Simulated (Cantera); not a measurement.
Feed: 1 mol Al(CH3)3, 1.4 mol NH3, 1.3 mol N2, held at 750 Torr.

These are equilibrium values from Cantera (NASA tables, ideal gas, pure condensed phases), not measurements of a reactor. Candidate condensed phases: Al, AlN, C, C6H6, C7H8, C8H18; 97 gas species. The feed counts by its element totals alone. The numbers say what is thermodynamically allowed, not how fast it happens. All values below are at 1625 K.

Base state: H2 0.813, N2 0.185, CH4 0.000972, HCN 0.000924, H 6.36e-5, C2H2 (acetylene) 2.89e-5, HNC 2.27e-5, NH3 1.38e-5 (mole fractions); condensed: AlN(s) + C(graphite).

Question: What changes in the equilibrium state with this change: pressure from 750 Torr to 1.50 Torr?

Answer: 
```
species             before     after
----------------  --------  --------
H2                   0.813     0.813
N2                   0.185     0.185
H                  6.36e-5   0.00142
CH4               0.000972   1.94e-6
Al                 7.28e-9   8.14e-5
NH3                1.38e-5   2.76e-8
HCN               0.000924  0.000923
HNC                2.27e-5   2.27e-5
C2H2 (acetylene)   2.89e-5   2.89e-5
AlN(s), mol           1.00     0.999
C(graphite), mol      2.98      2.99
```
